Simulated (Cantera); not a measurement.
**Equilibrium for silicon carbide growth: CH3SiCl3 + CH4 + H2**

A closed system holds: 1 mol CH3SiCl3, 0.32 mol CH4, 65 mol H2, equilibrated at 7.50 Torr.

These are equilibrium values from Cantera (NASA tables, ideal gas, pure condensed phases), not measurements of a reactor. Candidate condensed phases: C, C6H6, C7H8, C8H18, Si, SiC; 109 gas species. The feed counts by its element totals alone. The tables' values for SiCl are old estimates; treat these amounts as uncertain. Gases not in the tables: Si2H6 and higher silanes. Equilibrium is a limit: real reactors are often held back by kinetics, nucleation or transport.

From 1150 K to 2200 K the condensed part is C(graphite) + SiC(s). At 2350 K the condensed part is C(graphite). At 2500 K nothing is condensed. The main Si-bearing gas is SiCl2 at 1150 K and Si at 2500 K.

```tsv
T (K)	log p H2	log p H	log p HCl	log p Si	n C(graphite)	n SiC(s)
1150	-2.02	-8.14	-3.36	<-14	0.306	0.999
1300	-2.02	-6.97	-3.36	-12.89	0.316	0.999
1450	-2.02	-6.03	-3.36	-10.74	0.320	0.997
1600	-2.02	-5.27	-3.36	-8.99	0.320	0.995
1750	-2.02	-4.64	-3.36	-7.54	0.313	0.991
1900	-2.02	-4.11	-3.37	-6.33	0.287	0.982
2050	-2.03	-3.66	-3.38	-5.29	0.242	0.935
2200	-2.05	-3.27	-3.40	-4.40	0.317	0.604
2350	-2.08	-2.94	-3.44	-3.99	0.357	0
2500	-2.14	-2.67	-3.50	-4.00	0	0
```
log p: log10 of the partial pressure in bar; n: condensed amount in mol.
